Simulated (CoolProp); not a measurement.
Computed with CoolProp (reference Helmholtz-energy equation of state, Thol 2015).

Q: Give the vapour pressure (kPa), vapour density (kg/m³), surface tension (mN/m) of saturated octamethylcyclotetrasiloxane (D4) at 67.75, 105.25, 117.85 °C.

A: 
```
T (°C)  p (kPa)  vapour density (kg/m³)  surface tension (mN/m)
------  -------  ----------------------  ----------------------
67.75      1.95                   0.205                    14.8
105.25     10.8                    1.03                    12.2
117.85     17.4                    1.63                    11.3
```

Surface tension comes from a separate correlation (Mulero 2014), older than this fluid's equation and unchecked against measurements.
